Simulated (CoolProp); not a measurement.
Saturation properties of sulfur hexafluoride (Tc = 45.6 °C, pc = 3755 kPa, ω = 0.210).

Values from CoolProp's reference Helmholtz-energy equation of state, Guder 2009.

| T (°C) | p (kPa) | surface tension (mN/m) | liquid conductivity (mW/(m K)) |
|---|---|---|---|
| -44.25 | 288.4 | 10.7 | 75.1 |
| -39.75 | 344.1 | 10.0 | 73.9 |
| -35.15 | 409.1 | 9.36 | 72.6 |
| -30.65 | 481.2 | 8.70 | 71.3 |
| -26.15 | 562.4 | 8.05 | 70.0 |
| -21.65 | 653.4 | 7.41 | 68.6 |
| -17.15 | 755.0 | 6.79 | 67.2 |
| -12.65 | 867.8 | 6.17 | 65.8 |
| -8.15 | 992.6 | 5.57 | 64.4 |

Thermal conductivity comes from a separate model (Assael 2012). Surface tension comes from a separate correlation (Mulero 2012).
